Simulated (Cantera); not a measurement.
What does this Cantera script print?

```python
import numpy as np
import cantera as ct

gas_names = """
    AL ALCL ALCL2 ALCL3 ALH AL2 AL2CL6 CL CL2 H HCL H2
""".split()
cond_names = """
    AL(cr) AL(L) ALCL3(s) ALCL3(L)
""".split()


# ... load() reads the species with a 1 bar reference pressure and builds the phases ...
atoms = {
    'Al': {'AL': 1},
    'HCl': {'H': 1, 'CL': 1},
    'H2': {'H': 2},
}
top_T = {}  # K; cautious upper limits of use, not melting points


# ... equilibrate(T, P, feed) seeds the gas with the atoms and calls Mixture.equilibrate('TP', solver="vcs", rtol=1e-11, max_steps=5000) ...
results = []
P = 1333.22  # Pa
for T in [950, 1025, 1100, 1175, 1250, 1325, 1400, 1475, 1550, 1625]:
    for m in [0.096, 0.21, 0.32, 0.43, 0.54, 0.66, 0.77, 0.88, 0.99, 1.1, 1.2]:
        feed = {'Al': 1, 'HCl': m, 'H2': 0.048}  # mol
        mix = equilibrate(T, P, feed)
        results.append((T, P, feed, dict(zip(mix.species_names, mix.species_moles))))

for T, P, feed, n in results:
    print(f"{T:7g} {feed['HCl']:10.4g}  " + (" + ".join(c for c in cond_names if n.get(c, 0) > 1e-12) or "gas only"))
```

Result:

```
    950      0.096  AL(L)
    950       0.21  AL(L)
    950       0.32  AL(L)
    950       0.43  AL(L)
    950       0.54  AL(L)
    950       0.66  AL(L)
    950       0.77  AL(L)
    950       0.88  AL(L)
    950       0.99  AL(L)
    950        1.1  AL(L)
    950        1.2  AL(L)
   1025      0.096  AL(L)
   1025       0.21  AL(L)
   1025       0.32  AL(L)
   1025       0.43  AL(L)
   1025       0.54  AL(L)
   1025       0.66  AL(L)
   1025       0.77  AL(L)
   1025       0.88  AL(L)
   1025       0.99  AL(L)
   1025        1.1  AL(L)
   1025        1.2  AL(L)
   1100      0.096  AL(L)
   1100       0.21  AL(L)
   1100       0.32  AL(L)
   1100       0.43  AL(L)
   1100       0.54  AL(L)
   1100       0.66  AL(L)
   1100       0.77  AL(L)
   1100       0.88  AL(L)
   1100       0.99  AL(L)
   1100        1.1  AL(L)
   1100        1.2  AL(L)
   1175      0.096  AL(L)
   1175       0.21  AL(L)
   1175       0.32  AL(L)
   1175       0.43  AL(L)
   1175       0.54  AL(L)
   1175       0.66  AL(L)
   1175       0.77  AL(L)
   1175       0.88  AL(L)
   1175       0.99  AL(L)
   1175        1.1  AL(L)
   1175        1.2  AL(L)
   1250      0.096  AL(L)
   1250       0.21  AL(L)
   1250       0.32  AL(L)
   1250       0.43  AL(L)
   1250       0.54  AL(L)
   1250       0.66  AL(L)
   1250       0.77  AL(L)
   1250       0.88  AL(L)
   1250       0.99  AL(L)
   1250        1.1  AL(L)
   1250        1.2  gas only
   1325      0.096  AL(L)
   1325       0.21  AL(L)
   1325       0.32  AL(L)
   1325       0.43  AL(L)
   1325       0.54  AL(L)
   1325       0.66  AL(L)
   1325       0.77  AL(L)
   1325       0.88  AL(L)
   1325       0.99  AL(L)
   1325        1.1  gas only
   1325        1.2  gas only
   1400      0.096  AL(L)
   1400       0.21  AL(L)
   1400       0.32  AL(L)
   1400       0.43  AL(L)
   1400       0.54  AL(L)
   1400       0.66  AL(L)
   1400       0.77  AL(L)
   1400       0.88  AL(L)
   1400       0.99  AL(L)
   1400        1.1  gas only
   1400        1.2  gas only
   1475      0.096  AL(L)
   1475       0.21  AL(L)
   1475       0.32  AL(L)
   1475       0.43  AL(L)
   1475       0.54  AL(L)
   1475       0.66  AL(L)
   1475       0.77  AL(L)
   1475       0.88  AL(L)
   1475       0.99  AL(L)
   1475        1.1  gas only
   1475        1.2  gas only
   1550      0.096  AL(L)
   1550       0.21  AL(L)
   1550       0.32  AL(L)
   1550       0.43  AL(L)
   1550       0.54  AL(L)
   1550       0.66  AL(L)
   1550       0.77  AL(L)
   1550       0.88  AL(L)
   1550       0.99  AL(L)
   1550        1.1  gas only
   1550        1.2  gas only
   1625      0.096  AL(L)
   1625       0.21  AL(L)
   1625       0.32  AL(L)
   1625       0.43  AL(L)
   1625       0.54  AL(L)
   1625       0.66  AL(L)
   1625       0.77  AL(L)
   1625       0.88  AL(L)
   1625       0.99  AL(L)
   1625        1.1  gas only
   1625        1.2  gas only
```

Method: chemical equilibrium by Gibbs-energy minimisation in Cantera with the NASA 1993 tables (ideal gas, pure condensed phases). The tables' values for AlCl2 are old estimates.
